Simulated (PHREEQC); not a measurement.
Dissolve 11 mmol/kgw Ca(NO3)2, 5 mmol/kgw HNO3 and 2.5 mmol/kgw FeCl3 at 25 °C and 50 atm. Closed to the air; pH follows from the charge balance.

All values are PHREEQC results (ion-association model, phreeqc.dat), not measurements.

This is a speciation only: nothing precipitates in the calculation.

Question: Order these Fe species by the share of Fe that they hold, largest first: Fe+3, FeCl+2, FeOH+2, Fe(OH)2+, Fe2(OH)2+4.

Answer: Fe+3 (51 %), FeOH+2 (34 %), Fe2(OH)2+4 (7.9 %), FeCl+2 (5.0 %), Fe(OH)2+ (1.2 %)

The pH is 2.28 and the ionic strength 0.0508 mol/kgw. Examples of supersaturated solids here: Hematite (slow to form), Goethite (slow to form). Others may be too. Complexes and solids missing from the database can't appear. Under pressure, the constants of complexes without a molar volume in the database are unreliable.
